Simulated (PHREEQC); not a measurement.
## Alkaline etch or developer: speciation

A solution holds 0.0024 mol/kgw NaOH and 0.15 mol/kgw K3PO4, at 20 °C. Closed to the air; pH follows from the charge balance.

Equilibrium calculation in PHREEQC: ion-association model, phreeqc.dat.

Precipitation was switched off in this run.

Question: What pH, ionic strength does the model give?

Answer: pH 12.21; ionic strength 0.866 mol/kgw.

Question: In which forms is P present?

Answer: PO4-3 89 %, HPO4-2 9.3 %, KHPO4- 1.3 % of the P.

Ionic strength above about 0.7 mol/kgw puts this run outside the model's range. Species that the database lacks are ignored.
